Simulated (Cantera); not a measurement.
A perfectly stirred reactor is fed with NH₃ : H₂ = 1 : 5.1 (molar parts), at 0.840 bar; it is held at 2298 K, and followed from long to short residence time.

Cantera simulation using the gas-phase N/H chemistry of the illustrative SiF4/NH3 mechanism in the Surface Chemkin manual (1991); the numbers are that mechanism's predictions, not measurements. Walls and surfaces, which speed up NH3 decomposition in real reactors, are not modelled.

**Question.** What does this change do: pressure from 0.840 bar to 100.0 Torr?

**Answer.** 
```csv
quantity,before,after
x(NH₃) at τ = 4.60 s,0.000355,0.000175
x(H₂) at τ = 4.60 s,0.920,0.906
x(NH) at τ = 4.60 s,2.94e-6,8.58e-6
x(N) at τ = 4.60 s,1.49e-6,1.06e-5
x(N₂) at τ = 4.60 s,0.0699,0.0695
x(NH₃) at τ = 0.190 s,0.00214,0.00749
x(H₂) at τ = 0.190 s,0.920,0.918
x(NH) at τ = 0.190 s,1.39e-5,3.22e-5
x(N) at τ = 0.190 s,6.27e-6,1.18e-5
x(N₂) at τ = 0.190 s,0.0692,0.0668
```
